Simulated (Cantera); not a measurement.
Mixture: H2 : O2 : N2 = 1 : 1 : 3.76 (molar parts), at 1.20 bar, adiabatic and at constant pressure. Ignition delay is the time to a rise of 400 K.

Model: the H2/O2 subset of GRI-Mech 3.0, which has no nitrogen chemistry, integrated in Cantera. Where the delays flatten at high temperature, the 400 K rule measures the pace of heat release, not the induction time.

Question: Predict: delay at 1198 K; delay at 1273 K; delay at 1348 K; delay at 1423 K; delay at 1498 K; delay at 1573 K; delay at 1648 K.

Answer: 
```
Item               Value
---------------  -------
delay at 1198 K  43.7 µs
delay at 1273 K  31.5 µs
delay at 1348 K  24.9 µs
delay at 1423 K  21.2 µs
delay at 1498 K  19.3 µs
delay at 1573 K  18.5 µs
delay at 1648 K  18.5 µs
```
